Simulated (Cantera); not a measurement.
An adiabatic, constant-volume homogeneous reactor starts with CH3OH : O2 : N2 = 1 : 2.11 : 7.94 (molar parts), equivalence ratio 0.71, at 1650 K and 34000 Pa. Integrator tolerance rtol = 1e-08.

Model: GRI-Mech 3.0 (53 species, 325 reactions), integrated in Cantera. GRI-Mech 3.0 was tuned for natural gas; its chemistry of methanol as a main component is partial and can be far from experiment.

Task: What does this change do: initial temperature 1650 to 1450 K?

Result: 
```tsv
quantity	before	after
time of steepest temperature rise	0.186 ms	1.03 ms
temperature at 0.400 s	2728 K	2674 K
equilibrium temperature	2728 K	2674 K
x(CH3OH) at 0.400 s	<1e-12 (gas-phase equilibrium <1e-12)	<1e-12 (gas-phase equilibrium <1e-12)
x(O2) at 0.400 s	0.0544 (gas-phase equilibrium 0.0544)	0.0535 (gas-phase equilibrium 0.0535)
x(NO) at 0.400 s	0.0154 (gas-phase equilibrium 0.0154)	0.0142 (gas-phase equilibrium 0.0142)
x(CO) at 0.400 s	0.0315 (gas-phase equilibrium 0.0315)	0.0264 (gas-phase equilibrium 0.0264)
x(C2H6) at 0.400 s	<1e-12 (gas-phase equilibrium <1e-12)	<1e-12 (gas-phase equilibrium <1e-12)
x(H2O) at 0.400 s	0.136 (gas-phase equilibrium 0.136)	0.143 (gas-phase equilibrium 0.143)
x(NO2) at 0.400 s	4.39e-6 (gas-phase equilibrium 4.39e-6)	4.41e-6 (gas-phase equilibrium 4.41e-6)
```

Task: What does this change do: CH3OH 1 to 0.31 parts?

Result: 
```tsv
quantity	before	after
time of steepest temperature rise	0.186 ms	0.304 ms
temperature at 0.400 s	2728 K	2247 K
equilibrium temperature	2728 K	2244 K
x(CH3OH) at 0.400 s	<1e-12 (gas-phase equilibrium <1e-12)	<1e-12 (gas-phase equilibrium <1e-12)
x(O2) at 0.400 s	0.0544 (gas-phase equilibrium 0.0544)	0.149 (gas-phase equilibrium 0.149)
x(NO) at 0.400 s	0.0154 (gas-phase equilibrium 0.0154)	0.0102 (gas-phase equilibrium 0.0114)
x(CO) at 0.400 s	0.0315 (gas-phase equilibrium 0.0315)	0.000891 (gas-phase equilibrium 0.000876)
x(C2H6) at 0.400 s	<1e-12 (gas-phase equilibrium <1e-12)	<1e-12 (gas-phase equilibrium <1e-12)
x(H2O) at 0.400 s	0.136 (gas-phase equilibrium 0.136)	0.0559 (gas-phase equilibrium 0.0559)
x(NO2) at 0.400 s	4.39e-6 (gas-phase equilibrium 4.39e-6)	7.05e-6 (gas-phase equilibrium 7.92e-6)
```

Task: What does this change do: N2 7.94 to 5.3 parts?

Result: 
```tsv
quantity	before	after
time of steepest temperature rise	0.186 ms	0.159 ms
temperature at 0.400 s	2728 K	2823 K
equilibrium temperature	2728 K	2823 K
x(CH3OH) at 0.400 s	<1e-12 (gas-phase equilibrium <1e-12)	<1e-12 (gas-phase equilibrium <1e-12)
x(O2) at 0.400 s	0.0544 (gas-phase equilibrium 0.0544)	0.0713 (gas-phase equilibrium 0.0713)
x(NO) at 0.400 s	0.0154 (gas-phase equilibrium 0.0154)	0.0185 (gas-phase equilibrium 0.0185)
x(CO) at 0.400 s	0.0315 (gas-phase equilibrium 0.0315)	0.0459 (gas-phase equilibrium 0.0459)
x(C2H6) at 0.400 s	<1e-12 (gas-phase equilibrium <1e-12)	<1e-12 (gas-phase equilibrium <1e-12)
x(H2O) at 0.400 s	0.136 (gas-phase equilibrium 0.136)	0.165 (gas-phase equilibrium 0.165)
x(NO2) at 0.400 s	4.39e-6 (gas-phase equilibrium 4.39e-6)	5.77e-6 (gas-phase equilibrium 5.77e-6)
```
